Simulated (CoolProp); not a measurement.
Vapour-liquid equilibrium of propylene (1) + 1-butene (2) at 297.8 K; x and y are mole fractions of (1).

The numbers come from the multi-fluid Helmholtz-energy mixture model, Lemmon 2013 and Lemmon 2005; pair parameters Bell 2016 in CoolProp.

| x | bubble pressure (bar) | y at the bubble point | dew pressure at overall composition x (bar) | liquid density (mol/L) |
|---|---|---|---|---|
| 0.05 | 3.325 | (withheld) | 3.059 | 10.57 |
| 0.2 | 4.498 | 0.451 | 3.479 | 10.82 |
| 0.35 | 5.703 | (withheld) | (withheld) | 11.06 |
| 0.5 | 6.943 | 0.760 | 4.770 | 11.30 |
| 0.65 | 8.227 | (withheld) | (withheld) | 11.54 |
| 0.8 | 9.561 | 0.923 | 7.459 | 11.77 |
| 0.95 | 10.96 | 0.982 | 10.15 | 11.98 |

### Question
Complete the blanks.

### Answer

- 0.05, y at the bubble point: 0.149
- 0.35, y at the bubble point: 0.634
- 0.35, dew pressure at overall composition x (bar): 4.026
- 0.65, y at the bubble point: 0.852
- 0.65, dew pressure at overall composition x (bar): 5.833

No azeotrope shows between x = 0.05 and 0.95.

The pair parameters rest on a limited set of measurements; away from them the model extrapolates.
